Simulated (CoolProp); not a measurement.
Vapour-liquid equilibrium of p-xylene (1) + n-decane (2) at 9.33 kPa; x and y are mole fractions of (1).

Computed with CoolProp (multi-fluid Helmholtz-energy mixture model, Zhou 2012 and Lemmon 2006; pair parameters Bell 2016).

```csv
x,bubble temperature (K),y at the bubble point,dew temperature at overall composition x (K),liquid density (mol/L)
0.05,369.2,0.167,371.6,4.805
0.2,361.3,0.493,368.5,5.150
0.35,355.5,0.677,365.1,5.523
0.5,350.9,0.794,361.1,5.934
0.65,347.2,0.875,356.4,6.392
0.8,344.0,0.937,350.6,6.911
0.95,341.2,0.986,343.2,7.504
```

No azeotrope shows between x = 0.05 and 0.95.

Pair parameters are fitted to limited data, so mixtures are less certain than the pure fluids.
